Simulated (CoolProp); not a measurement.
A simple Rankine cycle with water: condensing at 297.15 K, boiler at 1.09 MPa, turbine inlet 461.7 K, turbine efficiency 0.65, pump efficiency 0.6, no recuperator. Each further row changes one setting.

The numbers come from the reference Helmholtz-energy equation of state, Wagner 2002 in CoolProp.

```csv
case,thermal efficiency (%),net work (kJ/kg),heat in (kJ/kg),turbine exit temperature (K),volume ratio over the turbine
as stated,20.3,545,2690,297.1,222
turbine inlet 481.7 K,20.3,557,___,297.1,213
condensing temperature 289.15 K,21.2,___,2720,289.1,352
boiler pressure 0.763 MPa,19.2,521,___,297.1,155
turbine efficiency 0.55,17.1,461,2690,297.1,___
```

**Question.** Some entries are withheld; supply them.

**Answer.** 
- turbine inlet 481.7 K, heat in (kJ/kg): 2740
- condensing temperature 289.15 K, net work (kJ/kg): 578
- boiler pressure 0.763 MPa, heat in (kJ/kg): 2710
- turbine efficiency 0.55, volume ratio over the turbine: 230

The expansion ends wet for: as stated; turbine inlet 481.7 K; condensing temperature 289.15 K; boiler pressure 0.763 MPa; turbine efficiency 0.55.
